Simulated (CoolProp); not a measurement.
c-C4F8 (RC318) at several states: Z from the reference equation and from simpler models built on Tc = 115.2 °C, pc = 2.778 MPa, ω = 0.355; each cubic takes its own stable root.

Model: reference Helmholtz-energy equation of state, Platzer 1990, in CoolProp. This equation is an older, rougher fit; its heat capacities, sound speeds and derivatives of the liquid may be far off and weren't checked against measurements.

```tsv
T (°C)	p (MPa)	phase	reference	van der Waals	Soave-Redlich-Kwong	Peng-Robinson
116.05	13.3	supercritical	0.6533	0.8713	?	0.6138
22.85	3.49	liquid	?	0.2910	0.1963	?
98.75	4.28	liquid	?	0.3447	0.2633	?
```

Problem. Some entries are withheld; supply them.

Solution. 
- 116.05, Soave-Redlich-Kwong: 0.6834
- 22.85, reference: 0.1857
- 22.85, Peng-Robinson: 0.1737
- 98.75, reference: 0.2352
- 98.75, Peng-Robinson: 0.2349
